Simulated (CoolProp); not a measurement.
Vapour-liquid equilibrium of propane (1) + R236EA (2) at 0.537 MPa; x and y are mole fractions of (1).

Values from CoolProp's multi-fluid Helmholtz-energy mixture model, Lemmon 2009 and Rui 2013; pair parameters Bell 2016.

Question: Give the bubble temperature and the first vapour's composition at x = 0.2, 0.5, 0.65. Is there an azeotrope?

Answer: x = 0.2: 293.3 K, y = 0.699; x = 0.5: 281.9 K, y = 0.829; x = 0.65: 280.2 K, y = 0.852. No azeotrope shows between x = 0.05 and 0.95.

The pair parameters rest on a limited set of measurements; away from them the model extrapolates. With so large a gap from Raoult's law the liquid may split in two, which this calculation doesn't test in full.
